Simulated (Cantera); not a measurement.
A closed system holds: 1 mol BF3, 11 mol N2, 0.1 mol H2O, held at 1248 K and 0.480 bar.

Cantera equilibrium calculation (NASA polynomials, part measured and part estimated; ideal gas, pure solids and liquids). Candidate condensed phases: B, BN, B2O3, B3O3H3, H2O; 62 gas species. Gases not in the tables: H3BO3. Rates play no part.

### Question
What is the equilibrium state?

### Answer
```json
{
  "x(N2)": "0.906",
  "x(BF3)": "0.0750",
  "x(HF)": "0.0146",
  "x(B3O3F3)": "0.00188",
  "x(BOF)": "0.00164",
  "x(H2O)": "0.000900",
  "x(HBO2)": "2.99e-5",
  "gas_amount": "12.14 mol",
  "log10 activity of B(s) (absent)": "-14.56",
  "log10 activity of B3O3H3(s) (absent)": "-31.61"
}
```
